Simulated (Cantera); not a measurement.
A freely propagating, adiabatic, planar premixed flame of 15.7 % H2, 15.1 % O2, 56.9 % N2, 12.3 % H2O, unburnt at 700 K and 0.133 bar; mixture-averaged transport, grid criteria slope 0.08 and curve 0.16, no radiation.

Model: the H2/O2 subset of GRI-Mech 3.0, which has no nitrogen chemistry, integrated in Cantera. Burning velocities carry a grid error of a few per cent, more on coarse grids. Lean hydrogen flames are cellular in practice and burn faster than this planar one.

**Question.** Predict: laminar burning velocity; thermal thickness; peak x(OH); peak x(H); peak x(H2O2).

**Answer.** 
```json
{
 "laminar_burning_velocity": "497 cm/s",
 "thermal_thickness": "6.11 mm",
 "peak x(OH)": "0.00906",
 "peak x(H)": "0.0276",
 "peak x(H2O2)": "1.85e-6"
}
```
